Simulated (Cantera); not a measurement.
# Gas-phase reforming

A perfectly stirred reactor is fed with CH4 : H2O : H2 = 1 : 1.7 : 0.082 (molar parts), at 150000 Pa; it is held at 1775 K, and followed from long to short residence time.

Model: GRI-Mech 3.0 (53 species, 325 reactions), integrated in Cantera.

```
τ (s)    x CH4  x H2O   x H2    x H2O2      x O2       x O
------  ------  -----  -----  --------  --------  --------
0.32    0.0303  0.257  0.542  4.05e-12  1.67e-10  7.95e-10
0.18    0.0380  0.292  0.510  5.45e-12  2.14e-10  8.45e-10
0.10    0.0476  0.331  0.474  7.33e-12  2.77e-10  9.04e-10
0.059   0.0582  0.366  0.439  9.38e-12  3.50e-10  9.64e-10
0.034   0.0719  0.402  0.402  1.18e-11  4.43e-10   1.04e-9
0.019   0.0901  0.436  0.361  1.44e-11  5.61e-10   1.13e-9
0.011    0.111  0.465  0.323  1.69e-11  6.95e-10   1.25e-9
0.0062   0.138  0.492  0.283  1.95e-11  8.63e-10   1.42e-9
0.0035   0.169  0.515  0.242  2.20e-11   1.06e-9   1.65e-9
0.0020   0.201  0.536  0.201  2.46e-11   1.26e-9   1.95e-9
```
x: mole fraction; the columns are a selection and need not sum to one.
